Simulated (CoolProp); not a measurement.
Aqueous ethylene glycol as a coolant, at 17 °C, 1 atm.

The numbers come from the Melinder's fits for secondary coolants in CoolProp.

| mass % | freezing point (°C) | cp (kJ/(kg K)) | density (kg/m³) | Prandtl number | viscosity (mPa s) |
|---|---|---|---|---|---|
| 5.7 | -1.8 | ? | 1005 | 8.94 | 1.24 |
| 11 | -3.7 | 4.030 | 1013 | 10.5 | 1.42 |
| 16.4 | -6.1 | 3.949 | 1020 | ? | 1.64 |
| 21.7 | -8.9 | 3.862 | 1027 | 14.8 | 1.90 |
| 27 | ? | 3.767 | 1035 | 17.4 | 2.19 |
| 32.4 | -16.5 | 3.662 | 1043 | ? | ? |
| 37.7 | -21.4 | 3.554 | 1050 | 24.0 | 2.92 |
| 43 | -27.1 | ? | 1057 | 28.1 | 3.37 |
| 48.4 | -33.8 | 3.330 | ? | 33.1 | 3.91 |
| 53.7 | -41.3 | ? | 1071 | 38.8 | 4.53 |
| 59 | -49.5 | 3.102 | 1078 | 45.3 | 5.24 |

Question: Some entries are withheld; supply them.

Answer: 
- 5.7, cp (kJ/(kg K)): 4.105
- 16.4, Prandtl number: 12.5
- 27, freezing point (°C): -12.3
- 32.4, Prandtl number: 20.5
- 32.4, viscosity (mPa s): 2.53
- 43, cp (kJ/(kg K)): 3.444
- 48.4, density (kg/m³): 1064
- 53.7, cp (kJ/(kg K)): 3.217
